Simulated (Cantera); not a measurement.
Input (Python, Cantera) and output of one run.

```python
import numpy as np
import cantera as ct

gas_names = """
    AL ALO ALO2 AL2 AL2O AL2O2 O O2 O3 Ti TiO TiO2
""".split()
cond_names = """
    AL(cr) AL(L) AL2O3(a) AL2O3(L) Ti(a) Ti(b) Ti(L) TiO(a) TiO(b) TiO(L) TiO2(ru) TiO2(L) Ti2O3(a)
    Ti2O3(b) Ti2O3(L) Ti3O5(a) Ti3O5(b) Ti3O5(L) Ti4O7(s) Ti4O7(L)
""".split()


# ... load() reads the species with a 1 bar reference pressure and builds the phases ...
atoms = {
    'TiO2': {'Ti': 1, 'O': 2},
    'Al2O3': {'AL': 2, 'O': 3},
    'O2': {'O': 2},
}
top_T = {}  # K; cautious upper limits of use, not melting points


# ... equilibrate(T, P, feed) seeds the gas with the atoms and calls Mixture.equilibrate('TP', solver="vcs", rtol=1e-11, max_steps=5000) ...
results = []
feed = {'TiO2': 1, 'Al2O3': 1.2, 'O2': 0.56}  # mol
T = 2598.15  # K
P = 52  # Pa
mix = equilibrate(T, P, feed)
results.append((T, P, feed, dict(zip(mix.species_names, mix.species_moles))))
x = sorted(zip(gas.X, gas.species_names), reverse=True)
print(f"T = {T:g} K  P = {P:g} Pa  gas = {mix.phase_moles(0):.4g} mol")
print("   x: " + "  ".join(f"{s} {v:.3e}" for v, s in x if v > 0.001))
print("   condensed (mol): " + ("  ".join(f"{mix.phase(i).name} {mix.phase_moles(i):.4g}"
      for i in range(1, mix.n_phases) if mix.phase_moles(i) > 1e-12) or "none"))
```

It prints:

```
T = 2598.15 K  P = 52 Pa  gas = 1.978 mol
   x: TiO2 4.723e-01  O 3.579e-01  O2 1.250e-01  TiO 3.320e-02  ALO 8.779e-03  AL 2.563e-03
   condensed (mol): AL2O3(L) 1.188
```

Equilibrium computed with Cantera from the NASA thermochemical tables; the gas is ideal and each condensed phase is pure.
